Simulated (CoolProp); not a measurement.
Vapour-liquid equilibrium of n-pentane (1) + toluene (2) at 0.407 MPa; x and y are mole fractions of (1).

Model: multi-fluid Helmholtz-energy mixture model, Thol 2019 and Lemmon 2006; pair parameters Bell 2016, in CoolProp.

```json
[
 {"x": "0.05", "bubble temperature (K)": "…", "y at the bubble point": "0.232", "dew temperature at overall composition x (K)": "438.9", "liquid density (mol/L)": "7.858"},
 {"x": "0.2", "bubble temperature (K)": "…", "y at the bubble point": "0.612", "dew temperature at overall composition x (K)": "…", "liquid density (mol/L)": "7.999"},
 {"x": "0.35", "bubble temperature (K)": "389.9", "y at the bubble point": "0.775", "dew temperature at overall composition x (K)": "423.3", "liquid density (mol/L)": "8.028"},
 {"x": "0.5", "bubble temperature (K)": "379.4", "y at the bubble point": "0.861", "dew temperature at overall composition x (K)": "413.7", "liquid density (mol/L)": "7.999"},
 {"x": "0.65", "bubble temperature (K)": "371.5", "y at the bubble point": "0.916", "dew temperature at overall composition x (K)": "402.1", "liquid density (mol/L)": "7.935"},
 {"x": "0.8", "bubble temperature (K)": "364.9", "y at the bubble point": "…", "dew temperature at overall composition x (K)": "387.0", "liquid density (mol/L)": "7.851"},
 {"x": "0.95", "bubble temperature (K)": "359.0", "y at the bubble point": "0.990", "dew temperature at overall composition x (K)": "…", "liquid density (mol/L)": "7.754"}
]
```

Problem. What belongs in the gaps?

Solution. 
- 0.05, bubble temperature (K): 429.9
- 0.2, bubble temperature (K): 405.3
- 0.2, dew temperature at overall composition x (K): 431.6
- 0.8, y at the bubble point: 0.956
- 0.95, dew temperature at overall composition x (K): 365.9

No azeotrope shows between x = 0.05 and 0.95.

The pair parameters rest on a limited set of measurements; away from them the model extrapolates.
